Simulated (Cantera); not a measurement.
## Ammonia decomposition in nitride growth gas

An isothermal, constant-pressure homogeneous reactor starts with 33.3 % NH3, 66.7 % H2, at 1573 K and 1500 Torr.

Computed with Cantera and the gas-phase N/H chemistry of the illustrative SiF4/NH3 mechanism in the Surface Chemkin manual (1991). Walls and surfaces, which speed up NH3 decomposition in real reactors, are not modelled.

| t (s) | x NH3 | x H2 | x N2H2 | x N2 | x N | x NH2 |
|---|---|---|---|---|---|---|
| 2.00e-5 | 0.333 | 0.667 | 4.67e-12 | <1e-12 | <1e-12 | 4.00e-7 |
| 6.29e-5 | 0.333 | 0.667 | 7.08e-11 | 3.00e-11 | <1e-12 | 1.26e-6 |
| 0.000198 | 0.333 | 0.667 | 8.20e-10 | 3.64e-9 | 4.47e-12 | 3.93e-6 |
| 0.000623 | 0.333 | 0.667 | 7.75e-9 | 2.16e-7 | 1.12e-10 | 1.15e-5 |
| 0.00196 | 0.333 | 0.667 | 3.09e-8 | 4.60e-6 | 7.95e-10 | 2.21e-5 |
| 0.00617 | 0.333 | 0.667 | 3.55e-8 | 2.78e-5 | 9.67e-10 | 2.36e-5 |
| 0.0194 | 0.333 | 0.667 | 3.55e-8 | 0.000102 | 9.66e-10 | 2.36e-5 |
| 0.0612 | 0.332 | 0.667 | 3.54e-8 | 0.000336 | 9.65e-10 | 2.36e-5 |
| 0.192 | 0.330 | 0.668 | 3.49e-8 | 0.00107 | 9.60e-10 | 2.34e-5 |
| 0.606 | 0.324 | 0.672 | 3.36e-8 | 0.00330 | 9.44e-10 | 2.30e-5 |
| 1.91 | 0.307 | 0.683 | 2.99e-8 | 0.00980 | 8.98e-10 | 2.18e-5 |
| 6.00 | 0.264 | 0.710 | 2.16e-8 | 0.0261 | 7.80e-10 | 1.88e-5 |
x: mole fraction; the columns are a selection and need not sum to one.

Equilibrium at this temperature and pressure: NH3 2.87e-5, H2 0.875, N2H2 <1e-12, N2 0.125, N <1e-12, NH2 2.07e-9 (gas phase only).
